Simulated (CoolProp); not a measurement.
p-xylene along the isobar 1760 kPa: Z from the reference equation and from simpler models built on Tc = 616.2 K, pc = 3532 kPa, ω = 0.324; each cubic takes its own stable root.

Model: reference Helmholtz-energy equation of state, Zhou 2012, in CoolProp.

| T (K) | phase | reference | van der Waals | Redlich-Kwong | Soave-Redlich-Kwong |
|---|---|---|---|---|---|
| 550.5 | liquid | 0.07034 | 0.7519 | 0.6948 | 0.08562 |
| 555.8 | liquid | 0.07095 | 0.7599 | 0.7077 | 0.08704 |
| 566.5 | gas | 0.6735 | 0.7748 | 0.7307 | 0.7111 |
| 571.9 | gas | 0.6917 | 0.7817 | 0.7411 | 0.7247 |
| 577.2 | gas | 0.7075 | 0.7882 | 0.7506 | 0.7370 |
| 582.6 | gas | 0.7218 | 0.7944 | 0.7596 | 0.7486 |
| 587.9 | gas | 0.7345 | 0.8002 | 0.7680 | 0.7592 |
| 593.3 | gas | 0.7464 | 0.8059 | 0.7761 | 0.7693 |
| 598.6 | gas | 0.7570 | 0.8112 | 0.7835 | 0.7786 |
| 604 | gas | 0.7670 | 0.8164 | 0.7907 | 0.7874 |
| 609.3 | gas | 0.7762 | 0.8213 | 0.7974 | 0.7957 |
| 614.7 | gas | 0.7848 | 0.8260 | 0.8039 | 0.8036 |
| 620 | gas | 0.7928 | 0.8305 | 0.8100 | 0.8109 |

At some of these states van der Waals, Redlich-Kwong gives the other phase, because its saturation line lies elsewhere.
